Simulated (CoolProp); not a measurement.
Vapour-liquid equilibrium of propylene (1) + isobutane (2) at 262.7 K; x and y are mole fractions of (1).

Model: multi-fluid Helmholtz-energy mixture model, Lemmon 2013 and Bücker 2006; pair parameters Bell 2016, in CoolProp.

| x | bubble pressure (MPa) | y at the bubble point | dew pressure at overall composition x (MPa) | liquid density (mol/L) |
|---|---|---|---|---|
| 0.05 | 0.1270 | 0.194 | 0.1113 | 10.31 |
| 0.125 | 0.1501 | 0.357 | 0.1190 | 10.50 |
| 0.2 | 0.1682 | 0.460 | 0.1278 | 10.70 |
| 0.275 | 0.1843 | 0.541 | 0.1378 | 10.92 |
| 0.35 | 0.2000 | 0.611 | 0.1490 | 11.14 |
| 0.425 | 0.2166 | 0.676 | 0.1617 | 11.38 |
| 0.5 | 0.2349 | 0.739 | 0.1759 | 11.62 |
| 0.575 | 0.2556 | 0.798 | 0.1917 | 11.87 |
| 0.65 | 0.2794 | 0.852 | 0.2096 | 12.13 |
| 0.725 | 0.3064 | 0.900 | 0.2305 | 12.40 |
| 0.8 | 0.3364 | 0.939 | 0.2564 | 12.66 |
| 0.875 | 0.3687 | 0.969 | 0.2913 | 12.92 |
| 0.95 | 0.4013 | 0.990 | 0.3472 | 13.18 |

No azeotrope shows between x = 0.05 and 0.95.

The pair parameters rest on a limited set of measurements; away from them the model extrapolates. The gap from Raoult's law changes sign with composition, which may be real or a fault of the pair parameters; it wasn't checked against measurements.
